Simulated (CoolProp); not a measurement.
Vapour-liquid equilibrium of dimethyl ether (1) + R236FA (2) at 252.4 K; x and y are mole fractions of (1).

The numbers come from the multi-fluid Helmholtz-energy mixture model, Wu 2011 and Pan 2012; pair parameters Bell 2016 in CoolProp.

| x | bubble pressure (MPa) | y at the bubble point | dew pressure at overall composition x (MPa) | liquid density (mol/L) |
|---|---|---|---|---|
| 0.05 | 0.04271 | 0.063 | 0.04259 | 10.12 |
| 0.125 | 0.04389 | 0.166 | 0.04337 | 10.46 |
| 0.2 | 0.04565 | 0.278 | 0.04437 | 10.82 |
| 0.275 | 0.04815 | 0.395 | 0.04560 | 11.19 |
| 0.35 | 0.05158 | 0.512 | 0.04710 | 11.58 |
| 0.425 | 0.05610 | 0.622 | 0.04893 | 11.99 |
| 0.5 | 0.06181 | 0.720 | 0.05118 | 12.42 |
| 0.575 | 0.06874 | 0.802 | 0.05398 | 12.87 |
| 0.65 | 0.07681 | 0.867 | 0.05753 | 13.34 |
| 0.725 | 0.08582 | 0.917 | 0.06216 | 13.83 |
| 0.8 | 0.09543 | 0.952 | 0.06852 | 14.34 |
| 0.875 | 0.1052 | 0.976 | 0.07799 | 14.88 |
| 0.95 | 0.1146 | 0.993 | 0.09478 | 15.45 |

No azeotrope shows between x = 0.05 and 0.95.

The pair parameters rest on a limited set of measurements; away from them the model extrapolates.
